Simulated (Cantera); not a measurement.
Feed: 1 mol V2O5, 490 mol H2, held at 0.0160 bar.

Method: chemical equilibrium by Gibbs-energy minimisation in Cantera with the NASA 1993 tables (ideal gas, pure condensed phases). Candidate condensed phases: H2O, V, VO, V2O3, V2O4, V2O5; 12 gas species. Condensed phases not in the tables: the oxides between V2O3 and V2O5 other than VO2. Rates play no part.

Question: At 1325 K, list the 3 most abundant gas species with their mole fractions, and the condensed phases.

Answer: H2 0.996, H2O 0.00408, H 1.29e-5. Condensed: V2O3(s).
